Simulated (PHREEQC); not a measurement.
Dissolve 0.026 mol/kgw MgSO4 and 0.0037 mol/kgw NaHCO3 at 25 °C. Closed to the air; pH follows from the charge balance.

Computed with PHREEQC (ion-association model, phreeqc.dat).

Each row changes one thing in this solution. This is a speciation only: nothing precipitates in the calculation.

| case | pH | ionic strength (mol/kgw) | HCO3- (mol/kgw) | CO2 (mol/kgw) | CO3-2 (mol/kgw) |
|---|---|---|---|---|---|
| as made | 7.86 | 0.0648 | 0.00327 | 8.21e-5 | 2.04e-5 |
| temperature from 25 to 75 °C | 7.58 | 0.0452 | 0.00319 | 0.000141 | 1.67e-5 |
| diluted 5-fold with water | 8.01 | 0.0162 | 0.000695 | 1.36e-5 | 4.77e-6 |
| NaHCO3 replaced by (NH4)2CO3 at the same molality | [?] | 0.0647 | 0.00244 | 3.32e-6 | 0.000281 |
| 0.00059 mol/kgw HCl added | 6.93 | 0.0649 | 0.00285 | 0.000598 | 2.14e-6 |
| MgSO4 left out | 8.26 | 0.00373 | 0.00361 | 4.16e-5 | 3.76e-5 |
| diluted 100-fold with water | 7.88 | 0.00103 | 3.57e-5 | [?] | 1.42e-7 |
| diluted 10-fold with water | 8.04 | 0.00880 | 0.000353 | 6.55e-6 | 2.41e-6 |

Task: Complete the blanks.

Result: 
- NaHCO3 replaced by (NH4)2CO3 at the same molality, pH: 9.12
- diluted 100-fold with water, CO2 (mol/kgw): 1.02e-6

Complexes and solids missing from the database can't appear. Away from 25 °C the constants follow the database's enthalpies or fits; those with neither stay at their 25 °C values.
